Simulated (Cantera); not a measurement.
Thermodynamics of hydrogen reduction and annealing atmospheres, feed V2O3 + H2 + H2O

A closed system holds: 1 mol V2O3, 2100 mol H2, 1.3 mol H2O, equilibrated at 1.50 bar.

These are equilibrium values from Cantera (NASA tables, ideal gas, pure condensed phases), not measurements of a reactor. Candidate condensed phases: H2O, V, VO, V2O3, V2O4, V2O5; 12 gas species. Mutual solubility and eutectic melting of coexisting phases are not modelled. VO: taken at fixed stoichiometry. Condensed phases not in the tables: the oxides between V2O3 and V2O5 other than VO2. The numbers say what is thermodynamically allowed, not how fast it happens.

```
T (K)   x H2       x H     x H2O      x VO  n V2O3(s)  n VO(s)  n VO(l)
-----  -----  --------  --------  --------  ---------  -------  -------
898    0.999  8.93e-11  0.000619    <1e-12       1.00        0        0
998    0.999   1.76e-9  0.000619    <1e-12       1.00        0        0
1098   0.999   2.02e-8  0.000619    <1e-12       1.00        0        0
1198   0.999   1.55e-7  0.000619    <1e-12       1.00        0        0
1298   0.999   8.74e-7  0.000994    <1e-12      0.212     1.58        0
1398   0.999   3.86e-6   0.00109  1.57e-12          0     2.00        0
1498   0.999   1.40e-5   0.00109  3.35e-11          0     2.00        0
1598   0.999   4.34e-5   0.00109  4.80e-10          0     2.00        0
1698   0.999  0.000118   0.00109   4.97e-9          0     2.00        0
1798   0.999  0.000287   0.00109   3.91e-8          0     2.00        0
1898   0.998  0.000638   0.00109   2.44e-7          0     2.00        0
1998   0.998   0.00131   0.00109   1.26e-6          0     2.00        0
2098   0.996   0.00251   0.00109   5.18e-6          0        0     1.98
```
x: gas mole fraction; n: condensed amount in mol.

From 898 K to 1198 K the condensed part is V2O3(s). At 1298 K the condensed part is VO(s) + V2O3(s). From 1398 K to 1998 K the condensed part is VO(s). At 2098 K the condensed part is VO(l).
